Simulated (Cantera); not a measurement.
Feed: 1 mol TiC, 0.062 mol H₂, equilibrated at 10.0 mbar.

Method: chemical equilibrium by Gibbs-energy minimisation in Cantera with the NASA 1993 tables (ideal gas, pure condensed phases). Candidate condensed phases: C, C₆H₆, C₇H₈, C₈H₁₈, Ti, TiC; 77 gas species. TiC: taken at fixed stoichiometry. Equilibrium is a limit: real reactors are often held back by kinetics, nucleation or transport. All values below are at 1750 K.

Base state: H₂ 0.998, H 0.00232 (mole fractions); condensed: TiC(s).

### Question
What changes in the equilibrium state with this change: TiC replaced by Al₂O₃?

### Answer
| species | before | after |
|---|---|---|
| H₂ | 0.998 | 0.998 |
| H | 0.00232 | 0.00232 |
| H₂O | 0 | 3.95e-5 |
| Al | 0 | 2.14e-5 |
| TiC(s), mol | 1.00 | 0 |
| Al₂O₃(s), mol | 0 | 1.000 |
Further candidate phases: Al, Al₂O₃, H₂O.
